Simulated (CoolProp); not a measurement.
100 sccm (0 °C, 1 atm) of nitrogen bubbles through liquid hexamethyldisiloxane (MM) at 341.7 K and leaves saturated at a total pressure of 0.15 MPa (ideal gas phase). Each further row changes one setting.

The numbers come from the reference Helmholtz-energy equation of state, Thol 2016 in CoolProp.

| case | vapour pressure (kPa) | mole fraction of vapour | delivery (mg/min) | delivery (sccm) | change of delivery for a bath 1 K warmer (%) |
|---|---|---|---|---|---|
| as stated | 36.0 | ___ | 229 | 31.6 | 4.9 |
| bath temperature 346.7 K | 43.0 | 0.287 | ___ | ___ | 5.0 |
| total pressure 0.3 MPa | 36.0 | ___ | 98.8 | 13.6 | 4.2 |

Complete the blanks.


- as stated, mole fraction of vapour: 0.240
- bath temperature 346.7 K, delivery (mg/min): 291
- bath temperature 346.7 K, delivery (sccm): 40.2
- total pressure 0.3 MPa, mole fraction of vapour: 0.120
